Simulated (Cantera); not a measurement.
# Equilibrium for titanium nitride, carbide and oxide coatings: TiCl₄ + H₂O + H₂

Charge: 1 mol TiCl₄, a varied amount of H₂O, 1.5 mol H₂, equilibrated at 1.20 mbar.

Equilibrium computed with Cantera from the NASA thermochemical tables; the gas is ideal and each condensed phase is pure. Candidate condensed phases: H₂O, Ti, TiCl₂, TiCl₃, TiCl₄, TiO, TiO₂, Ti₂O₃, Ti₃O₅, Ti₄O₇; 23 gas species. Mutual solubility and eutectic melting of coexisting phases are not modelled. The tables' values for TiCl₂ are old estimates. Condensed phases not in the tables: Magnéli phases beyond Ti₄O₇, TiOCl. Rates play no part.

Stable condensed phases:

```
T in K \ n(H₂O) in mol
         0.23 0.28 0.34 0.41  0.5  0.6 0.73 0.89  1.1  1.3  1.6
   1998     A    A    A    A    A    A    A    A    A    B    C
   1898     A    A    A    A    A    A    A    A    A    B    C
   1798     A    A    A    A    A    A    A    A    A    B    C
   1698     A    A    A    A    A    A    A    A    A    B    C
   1598     A    A    A    A    A    A    A    A    A    B    C
   1498     A    A    A    A    A    A    A    A    B    C    C
   1398     A    A    A    A    A    A    A    A    B    C    C
   1298     A    A    A    A    A    A    A    B    C    C    D
   1198     A    A    A    A    A    A    B    C    C    C    E
   1098     A    A    A    A    A    B    C    C    E    E    E
```

A: Ti₂O₃; B: Ti₂O₃ + Ti₃O₅; C: Ti₃O₅; D: Ti₃O₅ + Ti₄O₇; E: Ti₄O₇.
